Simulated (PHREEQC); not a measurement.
Make-up at 25 °C: 140 mmol/kgw HCl and 5.1 mmol/kgw ZnSO4. Closed to the air; pH follows from the charge balance.

The numbers come from PHREEQC with the ion-association model, phreeqc.dat.

```
quantity                    before     after
------------------------  --------  --------
pH                            0.96      0.97
ionic strength (mol/kgw)     0.151     0.145
Zn+2 (mol/kgw)             0.00441   0.00245
HSO4- (mol/kgw)            0.00410   0.00483
SO4-2 (mol/kgw)           0.000900  0.000251
ZnSO4 (mol/kgw)            9.57e-5   1.72e-5
```

Problem. Name the change that produced these shifts.
(A) HCl from 0.14 to 0.154 mol/kgw
(B) HCl left out
(C) temperature from 25 to 35 °C
(D) temperature from 25 to 85 °C
(E) 0.14 mol/kgw FeCl3 added

Solution. D, temperature from 25 to 85 °C

This is a speciation only: nothing precipitates in the calculation. Away from 25 °C the constants follow the database's enthalpies or fits; those with neither stay at their 25 °C values.
